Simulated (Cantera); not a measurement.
**Ignition delay**

Mixture: 13.0 % CH4, 5.97 % CO, 17.0 % O2, 64.0 % N2, equivalence ratio 1.7, at 4.93 atm, adiabatic and at constant volume. Ignition delay is the time to a rise of 400 K.

Detailed kinetics in Cantera: GRI-Mech 3.0 (53 species, 325 reactions).

```json
[
 {"T0 (K)": "1100", "delay (ms)": "96.4"},
 {"T0 (K)": "1200", "delay (ms)": "20.1"},
 {"T0 (K)": "1300", "delay (ms)": "5.02"},
 {"T0 (K)": "1400", "delay (ms)": "1.43"},
 {"T0 (K)": "1500", "delay (ms)": "0.457"},
 {"T0 (K)": "1600", "delay (ms)": "0.163"},
 {"T0 (K)": "1700", "delay (ms)": "0.0658"},
 {"T0 (K)": "1800", "delay (ms)": "0.0300"},
 {"T0 (K)": "1900", "delay (ms)": "0.0153"}
]
```

| Quantity | Value |
|---|---|
| apparent activation energy between 1700 and 1900 K | 200 kJ/mol |
